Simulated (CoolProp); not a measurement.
Vapour-liquid equilibrium of cyclohexane (1) + ethylbenzene (2) at 0.283 MPa; x and y are mole fractions of (1).

Values from CoolProp's multi-fluid Helmholtz-energy mixture model, Zhou 2014 and Zhou 2012; pair parameters Bell 2016.

| x | bubble temperature (°C) | y at the bubble point | dew temperature at overall composition x (°C) | liquid density (mol/L) |
|---|---|---|---|---|
| 0.05 | 173.2 | 0.154 | 177.3 | 6.828 |
| 0.125 | 165.2 | 0.339 | 174.4 | 6.951 |
| 0.2 | 158.1 | 0.479 | 171.3 | 7.066 |
| 0.275 | 152.0 | 0.587 | … | 7.174 |
| 0.35 | 146.7 | 0.670 | 164.6 | 7.276 |
| 0.425 | 142.0 | 0.736 | 160.9 | 7.373 |
| 0.5 | … | 0.789 | 157.0 | 7.466 |
| 0.575 | … | 0.832 | 152.7 | 7.556 |
| 0.65 | 131.2 | 0.869 | 148.0 | 7.645 |
| 0.725 | … | 0.901 | 142.8 | 7.733 |
| 0.8 | 125.7 | 0.930 | 137.1 | 7.822 |
| 0.875 | 123.2 | 0.957 | 130.7 | 7.912 |
| 0.95 | 120.8 | 0.983 | 123.9 | 8.004 |

Task: Some entries are withheld; supply them.

Result: 
- 0.275, dew temperature at overall composition x (°C): 168.1
- 0.5, bubble temperature (°C): 138.0
- 0.575, bubble temperature (°C): 134.4
- 0.725, bubble temperature (°C): 128.3

No azeotrope shows between x = 0.05 and 0.95.

Pair parameters are fitted to limited data, so mixtures are less certain than the pure fluids.
